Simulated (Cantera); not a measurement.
Mixture: 6.22 % CH₄, 19.7 % O₂, 74.1 % N₂, equivalence ratio 0.63, at 10.0 bar, adiabatic and at constant pressure. Ignition delay is the time to a rise of 400 K.

Detailed kinetics in Cantera: GRI-Mech 3.0 (53 species, 325 reactions).

Question: Predict: delay at 1000 K; delay at 1200 K; delay at 1400 K; delay at 1600 K; delay at 1800 K; apparent activation energy between 1700 and 1900 K.

Answer: 
```json
{
  "delay at 1000 K": "73.3 ms",
  "delay at 1200 K": "3.86 ms",
  "delay at 1400 K": "0.412 ms",
  "delay at 1600 K": "65.9 µs",
  "delay at 1800 K": "15.2 µs",
  "apparent activation energy between 1700 and 1900 K": "170 kJ/mol"
}
```
